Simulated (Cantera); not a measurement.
Feed: 1 mol Al, 5 mol Cl2, 0.6 mol N2, equilibrated at 1198 K and 37000 Pa.

Cantera equilibrium calculation (NASA polynomials, part measured and part estimated; ideal gas, pure solids and liquids). Candidate condensed phases: Al, AlCl3, AlN; 11 gas species. Kinetics and transport are ignored.

Base state: Cl2 0.681, AlCl3 0.195, N2 0.117, Cl 0.00628, Al2Cl6 0.000147 (mole fractions); condensed: gas only.

Question: What changes in the equilibrium state with this change: temperature from 1198 K to 948.15 K?

Answer: 
| species | before | after |
|---|---|---|
| Cl2 | 0.681 | 0.688 |
| AlCl3 | 0.195 | 0.191 |
| N2 | 0.117 | 0.118 |
| Cl | 0.00628 | 0.000234 |
| Al2Cl6 | 0.000147 | 0.00287 |

Question: What changes in the equilibrium state with this change: temperature from 1198 K to 1173 K?

Answer: 
```csv
species,before,after
Cl2,0.681,0.682
AlCl3,0.195,0.195
N2,0.117,0.117
Cl,0.00628,0.00481
Al2Cl6,0.000147,0.000187
```
